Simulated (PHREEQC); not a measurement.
A made-up water analysis in mg/kgw, 20 °C, pH 6.94, pe 9:

```tsv
constituent	mg/kgw
Na	188
K	25.9
Ca	12
Mg	13.2
Cl	11.9
S(6) as SO4	436
Alkalinity as HCO3	71.4
Zn	2.27
Sr	0.521
B	0.405
```

Valence states are taken as typed.

All values are PHREEQC results (ion-association model, phreeqc.dat), not measurements.

```
Quantity                       Value
--------------------  --------------
ionic strength        0.0149 mol/kgw
specific conductance       998 µS/cm
charge-balance error           0.1 %
```

| species | molality | activity | log γ |
|---|---|---|---|
| Na+ | 0.00807 | 0.00716 | -0.052 |
| SO4-2 | 0.00421 | 0.00262 | -0.207 |
| HCO3- | 0.00115 | 0.00103 | -0.051 |
| K+ | 0.000651 | 0.000575 | -0.054 |
| Mg+2 | 0.000403 | 0.000255 | -0.200 |
| Cl- | 0.000336 | 0.000297 | -0.054 |
| CO2 | 0.000283 | 0.000284 | 0.001 |
| Ca+2 | 0.000232 | 0.000146 | -0.203 |
| MgSO4 | 0.000137 | 0.000137 | 0.001 |
| NaSO4- | 0.000102 | 9.10e-5 | -0.051 |
| CaSO4 | 6.50e-5 | 6.52e-5 | 0.001 |
| H3BO3 | 3.73e-5 | 3.74e-5 | 0.001 |

No solid was allowed to form.
